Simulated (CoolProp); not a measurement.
The fluid at 298.15 K and 0.151 MPa (gas) is heated at constant pressure to 359.3 K. The same conditions are run with several fluids, on thermodynamics alone (safety and materials aside).

Values from CoolProp's reference Helmholtz-energy equation of state of each fluid (c-C4F8 (RC318): Platzer 1990; fluoroethane (R161): Wu 2012; R410A: Lemmon 2003; nitrous oxide: Lemmon 2006; R507A: Lemmon 2003). The equations of Platzer and Polt are older, rougher fits. Blends and air are pseudo-pure fits.

```json
[
 {"fluid": "c-C4F8 (RC318)", "heat (kJ/kg)": "51.3", "final density (kg/m³)": "10.4"},
 {"fluid": "fluoroethane (R161)", "heat (kJ/kg)": "82.8", "final density (kg/m³)": "2.46"},
 {"fluid": "R410A", "heat (kJ/kg)": "53.2", "final density (kg/m³)": "3.71"},
 {"fluid": "nitrous oxide", "heat (kJ/kg)": "55.9", "final density (kg/m³)": "2.23"},
 {"fluid": "R507A", "heat (kJ/kg)": "56.6", "final density (kg/m³)": "5.06"}
]
```
